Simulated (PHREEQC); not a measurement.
Consider water at 25 °C with 0.0037 mol H3BO3 and 0.0021 mol (NH4)2HPO4 per kg of water. Closed to the air; pH follows from the charge balance.

All values are PHREEQC results (ion-association model, phreeqc.dat), not measurements.

Q: The ionic strength comes out as 0.00583 mol/kgw. What activity coefficients do HPO4-2, H2PO4-, NH4+, H2BO3- get?

A: HPO4-2 0.73, H2PO4- 0.92, NH4+ 0.92, H2BO3- 0.92.

Precipitation was switched off in this run.
